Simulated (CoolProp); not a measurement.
A Linde-Hampson liquefier for carbon monoxide: isothermal reversible compression at 300 K from 1 atm to 30 MPa, throttling to 1 atm, return gas leaving the recuperator 10 K below the feed. Each further row changes one setting.

Model: reference Helmholtz-energy equation of state, Lemmon 2006, in CoolProp. It is a short technical equation, of lower accuracy than the large ones.

```json
[
 {"case": "as stated", "liquid yield per pass": "0.080", "compression work (kJ/kg of gas)": "509"},
 {"case": "high pressure 60 MPa", "liquid yield per pass": "0.071", "compression work (kJ/kg of gas)": "588"},
 {"case": "warm-end temperature 330 K", "liquid yield per pass": "[?]", "compression work (kJ/kg of gas)": "[?]"},
 {"case": "warm-end gap 15 K", "liquid yield per pass": "[?]", "compression work (kJ/kg of gas)": "509"}
]
```

Fill in the missing entries.


- warm-end temperature 330 K, liquid yield per pass: 0.054
- warm-end temperature 330 K, compression work (kJ/kg of gas): 564
- warm-end gap 15 K, liquid yield per pass: 0.069
